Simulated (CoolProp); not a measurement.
Vapour-liquid equilibrium of p-xylene (1) + n-undecane (2) at 309.6 K; x and y are mole fractions of (1).

Values from CoolProp's multi-fluid Helmholtz-energy mixture model, Zhou 2012 and Aleksandrov 2011; pair parameters Bell 2016.

```
x      bubble pressure, mixture model (MPa)  bubble pressure, Raoult's law (MPa)  y, mixture model  y, Raoult's law
-----  ------------------------------------  -----------------------------------  ----------------  ---------------
0.05                              0.0002379                            0.0002368             0.469            0.467
0.125                             0.0003950                            0.0003925             0.705            0.704
0.2                               0.0005516                            0.0005482             0.807            0.806
0.275                             0.0007076                            0.0007039             0.863            0.863
0.35                              0.0008632                            0.0008596             0.899            0.899
0.425                              0.001018                             0.001015             0.924            0.925
0.5                                0.001173                             0.001171             0.943            0.943
0.575                              0.001328                             0.001327             0.957            0.957
0.65                               0.001483                             0.001482             0.968            0.969
0.725                              0.001638                             0.001638             0.977            0.978
0.8                                0.001793                             0.001794             0.985            0.985
0.875                              0.001949                             0.001950             0.991            0.991
0.95                               0.002105                             0.002105             0.997            0.997
```

The largest gap from Raoult's law is +0.6 % in bubble pressure, at x = 0.125. No azeotrope shows between x = 0.05 and 0.95.

Pair parameters are fitted to limited data, so mixtures are less certain than the pure fluids.
